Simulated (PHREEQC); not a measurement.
Model water analysis in mg/L, 25 °C, pH 3, pe 8.7: Na 98.7; K 274; Ca 144; Mg 18; Cl 194; S(6) as SO4 816; Mn(2) 1.98.

Valence states are taken as typed.

The numbers come from PHREEQC with the ion-association model, wateq4f.dat.

Each row changes one thing in this solution. No solid was allowed to form.

```
case                                               ionic strength (mol/kgw)  SO4-2 (mol/kgw)  CaSO4 (mol/kgw)  Mg+2 (mol/kgw)  HSO4- (mol/kgw)  MgSO4 (mol/kgw)  SI of Gypsum (CaSO4:2H2O)  SI of Halite (NaCl)
-------------------------------------------------  ------------------------  ---------------  ---------------  --------------  ---------------  ---------------  -------------------------  -------------------
as made                                                              0.0287          0.00662         0.000991        0.000510         0.000404         0.000232                      -0.72                -6.36
temperature from 25 to 85 °C at the same typed pH                    0.0258          0.00518          0.00108        0.000342          0.00144         0.000399                      -0.70                -6.48
Mn(2) from 1.98 to 0.99 mg/L                                         0.0287          0.00662         0.000992        0.000510         0.000404         0.000232                      -0.72                -6.36
```

Constants without temperature data keep their 25 °C values here.
